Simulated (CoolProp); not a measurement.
Saturated liquid density (kg/m³) of hexamethyldisiloxane (MM): the reference equation beside estimates from Tc = 518.7 K, pc = 1.931 MPa, ω = 0.418. Rackett uses Z = 0.29056 − 0.08775 ω.

Model: reference Helmholtz-energy equation of state, Thol 2016, in CoolProp.

```
T (K)  reference  Rackett  van der Waals  Redlich-Kwong  Soave-Redlich-Kwong  Peng-Robinson
-----  ---------  -------  -------------  -------------  -------------------  -------------
350.9      701.7    773.1          423.3          616.4                656.2          741.7
356.9      694.8    765.2          419.3          609.2                649.6          734.6
362.9      687.7    757.2          415.1          601.9                642.8          727.2
368.9      680.6    749.0          410.9          594.4                    ?          719.5
374.9      673.4    740.7          406.6          586.7                628.5          711.5
380.8      666.1    732.3          402.2          578.9                    ?          703.3
386.8      658.6    723.7          397.7              ?                613.2          694.7
392.8      651.0    714.9          393.1          562.5                605.1          685.8
398.8      643.2    705.9          388.3          553.9                596.7          676.4
404.8      635.2    696.7          383.4          545.1                587.9          666.7
410.7      627.2    687.4          378.4          536.1                578.9          656.7
416.7      618.8    677.7          373.2          526.8                569.5          646.1
```

Task: What belongs in the gaps?

Result: 
- 368.9, Soave-Redlich-Kwong: 635.8
- 380.8, Soave-Redlich-Kwong: 621.0
- 386.8, Redlich-Kwong: 570.8

Absolute difference from the reference over all 12 rows, mean and median: Rackett 9.9 and 9.9 %, van der Waals 39.6 and 39.6 %, Redlich-Kwong 13.3 and 13.2 %, Soave-Redlich-Kwong 7.0 and 6.8 %, Peng-Robinson 5.3 and 5.5 %.
